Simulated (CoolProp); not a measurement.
The numbers come from the reference Helmholtz-energy equation of state, Lemmon 2006 in CoolProp. It is a short technical equation, of lower accuracy than the large ones.

For carbonyl sulfide, give the phase and the cp (kJ/(kg K)), speed of sound (m/s), isothermal compressibility (1/MPa), expansivity (1/kK) at 223.9 K and 159 bar.


- 223.9 K and 159 bar: liquid; cp 1.15, speed of sound 1110, isothermal compressibility 0.00111, expansivity 1.62
